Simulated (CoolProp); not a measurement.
Vapour pressure (MPa) of sulfur hexafluoride: the reference equation beside estimates from Tc = 318.7 K, pc = 3.755 MPa, ω = 0.210.

Model: reference Helmholtz-energy equation of state, Guder 2009, in CoolProp.

```csv
T (K),reference,Soave-Redlich-Kwong,Peng-Robinson
237.7,0.4046,0.4126,0.4090
242.2,0.4761,0.4857,0.4808
246.7,0.5567,0.5680,0.5618
251.3,0.6492,0.6624,0.6547
255.8,0.7502,0.7657,0.7564
260.3,0.8625,0.8803,0.8694
264.9,0.9896,1.010,0.9974
269.4,1.127,1.150,1.136
273.9,1.278,1.304,1.288
278.5,1.447,1.476,1.459
283,1.628,1.660,1.641
287.5,1.825,1.860,1.840
292,2.040,2.076,2.057
296.6,2.279,2.316,2.297
```

Absolute difference from the reference over all 14 rows, mean and median: Soave-Redlich-Kwong 2.0 and 2.0 %, Peng-Robinson 0.9 and 0.8 %.
